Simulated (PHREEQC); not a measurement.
A solution holds 57 mmol/kgw NaHS, at 25 °C. Closed to the air; pH follows from the charge balance.

All values are PHREEQC results (ion-association model, wateq4f.dat), not measurements.

Each row changes one thing in this solution. No solid was allowed to form.

| case | pH | ionic strength (mol/kgw) | H2S (mol/kgw) |
|---|---|---|---|
| as made | 9.60 | 0.0570 | 9.88e-5 |
| NaHS replaced by NH4HS at the same molality | 8.09 | 0.0539 | 0.00307 |
| temperature from 25 to 45 °C | 9.20 | 0.0571 | 0.000150 |
| NaHS from 0.057 to 0.285 mol/kgw | 9.59 | 0.285 | 0.000404 |
| 0.0034 mol/kgw TMAH added | 11.14 | 0.0621 | 2.76e-6 |

(CH3)4N+ isn't in the database: it is added as a free cation with an ion size of 4 Å. At this temperature some constants are extrapolated from 25 °C, and those without enthalpy data are left unchanged. The polysulfide entries of wateq4f.dat were taken out for this run.
